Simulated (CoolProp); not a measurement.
A single-stage vapour-compression cycle with carbonyl sulfide: evaporating at 326.15 K (dew point), condensing at 368.15 K (bubble point), superheat 2 K, subcooling 5 K, compressor efficiency 0.8, no pressure losses. Each further row changes one setting.

Model: reference Helmholtz-energy equation of state, Lemmon 2006, in CoolProp. It is a short technical equation, of lower accuracy than the large ones.

```
case                              cooling COP  pressure ratio  discharge temperature (K)  refrigerating effect (kJ/kg)  volumetric capacity (kJ/m³)
--------------------------------  -----------  --------------  -------------------------  ----------------------------  ---------------------------
as stated                                4.20            2.20                      399.8                           147                        10500
evaporating temperature 331.15 K         4.93             ___                        ___                           147                          ___
condensing temperature 363.15 K           ___             ___                      391.4                           157                        11200
subcooling 10 K                          4.52            2.20                      399.8                           158                        11300
superheat 12 K                           4.19            2.20                      411.0                           158                        10500
compressor efficiency 0.7                3.68            2.20                        ___                           147                        10500
```

Q: Some entries are withheld; supply them.

A: 
- evaporating temperature 331.15 K, pressure ratio: 1.98
- evaporating temperature 331.15 K, discharge temperature (K): 395.9
- evaporating temperature 331.15 K, volumetric capacity (kJ/m³): 11800
- condensing temperature 363.15 K, cooling COP: 5.06
- condensing temperature 363.15 K, pressure ratio: 2.01
- compressor efficiency 0.7, discharge temperature (K): 403.8
